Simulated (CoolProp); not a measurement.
Vapour-liquid equilibrium of R113 (1) + n-hexane (2) at 443.1 K; x and y are mole fractions of (1).

Model: multi-fluid Helmholtz-energy mixture model, Marx 1992 and Thol 2019; pair parameters Bell 2016, in CoolProp.

```csv
x,bubble pressure (MPa),y at the bubble point,dew pressure at overall composition x (MPa),liquid density (mol/L)
0.05,1.137,[?],1.122,5.704
0.15,1.222,[?],[?],5.713
0.25,1.300,0.326,1.248,5.724
0.35,1.371,0.431,1.316,5.738
0.45,1.438,0.527,[?],5.756
0.55,1.500,[?],1.454,5.779
0.65,[?],0.704,1.522,[?]
0.75,1.610,0.789,1.586,5.841
0.85,1.658,0.873,1.646,5.883
0.95,1.702,0.957,1.699,5.933
```

Complete the blanks.


- 0.05, y at the bubble point: 0.076
- 0.15, y at the bubble point: 0.210
- 0.15, dew pressure at overall composition x (MPa): 1.183
- 0.45, dew pressure at overall composition x (MPa): 1.385
- 0.55, y at the bubble point: 0.618
- 0.65, bubble pressure (MPa): 1.557
- 0.65, liquid density (mol/L): 5.807

No azeotrope shows between x = 0.05 and 0.95.

Pair parameters are fitted to limited data, so mixtures are less certain than the pure fluids.
